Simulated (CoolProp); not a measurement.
Properties of ammonia along the isobar 131 bar (Tc = 405.6 K, pc = 113.6 bar, ω = 0.256).

The numbers come from the reference Helmholtz-energy equation of state, Gao 2020 in CoolProp.

```json
[
 {"T (K)": "222.7", "phase": "liquid", "density (kg/m³)": "707.8", "cp (kJ/(kg K))": "4.366", "expansivity (1/kK)": "___", "viscosity (µPa s)": "350", "fugacity coefficient": "0.003540"},
 {"T (K)": "249.3", "phase": "liquid", "density (kg/m³)": "676.7", "cp (kJ/(kg K))": "4.446", "expansivity (1/kK)": "1.778", "viscosity (µPa s)": "239", "fugacity coefficient": "0.01377"},
 {"T (K)": "275.9", "phase": "liquid", "density (kg/m³)": "643.6", "cp (kJ/(kg K))": "4.537", "expansivity (1/kK)": "2.009", "viscosity (µPa s)": "176", "fugacity coefficient": "0.03916"},
 {"T (K)": "302.4", "phase": "liquid", "density (kg/m³)": "607.8", "cp (kJ/(kg K))": "4.673", "expansivity (1/kK)": "2.336", "viscosity (µPa s)": "136", "fugacity coefficient": "0.08852"},
 {"T (K)": "329", "phase": "liquid", "density (kg/m³)": "567.6", "cp (kJ/(kg K))": "4.902", "expansivity (1/kK)": "2.846", "viscosity (µPa s)": "106", "fugacity coefficient": "0.1693"},
 {"T (K)": "355.6", "phase": "liquid", "density (kg/m³)": "___", "cp (kJ/(kg K))": "5.323", "expansivity (1/kK)": "3.772", "viscosity (µPa s)": "83.5", "fugacity coefficient": "0.2841"},
 {"T (K)": "382.2", "phase": "liquid", "density (kg/m³)": "459.2", "cp (kJ/(kg K))": "6.353", "expansivity (1/kK)": "6.100", "viscosity (µPa s)": "64.0", "fugacity coefficient": "0.4287"},
 {"T (K)": "408.7", "phase": "supercritical", "density (kg/m³)": "___", "cp (kJ/(kg K))": "15.85", "expansivity (1/kK)": "30.42", "viscosity (µPa s)": "40.9", "fugacity coefficient": "0.5879"},
 {"T (K)": "435.3", "phase": "supercritical", "density (kg/m³)": "108.3", "cp (kJ/(kg K))": "___", "expansivity (1/kK)": "13.58", "viscosity (µPa s)": "18.7", "fugacity coefficient": "0.6896"},
 {"T (K)": "461.9", "phase": "supercritical", "density (kg/m³)": "84.08", "cp (kJ/(kg K))": "4.816", "expansivity (1/kK)": "7.056", "viscosity (µPa s)": "18.5", "fugacity coefficient": "0.7512"},
 {"T (K)": "488.5", "phase": "supercritical", "density (kg/m³)": "71.92", "cp (kJ/(kg K))": "4.001", "expansivity (1/kK)": "4.973", "viscosity (µPa s)": "19.1", "fugacity coefficient": "0.7975"}
]
```

### Question
What belongs in the gaps?

### Answer

- 222.7, expansivity (1/kK): 1.611
- 355.6, density (kg/m³): 520.5
- 408.7, density (kg/m³): 336.5
- 435.3, cp (kJ/(kg K)): 7.452

The peak of cp marks the crossing from liquid-like to gas-like fluid above the critical point.

Viscosity comes from a separate model (Fenghour 1995).
